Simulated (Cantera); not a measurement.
An adiabatic, constant-volume homogeneous reactor starts with CH₄ : CO : O₂ : N₂ : H₂O = 1 : 0.24 : 1.51 : 5.69 : 0.91 (molar parts), at 1175 K and 1300000 Pa. Integrator tolerance rtol = 1e-08.

Computed with Cantera and GRI-Mech 3.0 (53 species, 325 reactions). The pressure lies above the range GRI-Mech 3.0 was tuned for (to about 10 atm).

```json
[
 {"quantity": "time of steepest temperature rise", "before": "8.36 ms", "after": "5.46 ms"},
 {"quantity": "temperature at 0.400 s", "before": "2809 K", "after": "2304 K"},
 {"quantity": "equilibrium temperature", "before": "2809 K", "after": "2304 K"},
 {"quantity": "x(CH₄) at 0.400 s", "before": "4.69e-11 (gas-phase equilibrium 5.32e-11)", "after": "<1e-12 (gas-phase equilibrium <1e-12)"},
 {"quantity": "x(CO) at 0.400 s", "before": "0.0750 (gas-phase equilibrium 0.0750)", "after": "0.000523 (gas-phase equilibrium 0.000523)"},
 {"quantity": "x(O₂) at 0.400 s", "before": "0.000345 (gas-phase equilibrium 0.000345)", "after": "0.0847 (gas-phase equilibrium 0.0847)"},
 {"quantity": "x(CH₂) at 0.400 s", "before": "6.16e-12 (gas-phase equilibrium 6.70e-12)", "after": "<1e-12 (gas-phase equilibrium <1e-12)"},
 {"quantity": "x(H) at 0.400 s", "before": "0.00336 (gas-phase equilibrium 0.00336)", "after": "3.19e-5 (gas-phase equilibrium 3.19e-5)"}
]
```

Problem. What was changed between the two runs?
(A) constant pressure in place of constant volume
(B) CH4 1 to 0.31 parts
(C) initial temperature 1175 to 1650 K
(D) N2 5.69 to 9.6 parts

Solution. B, CH4 1 to 0.31 parts
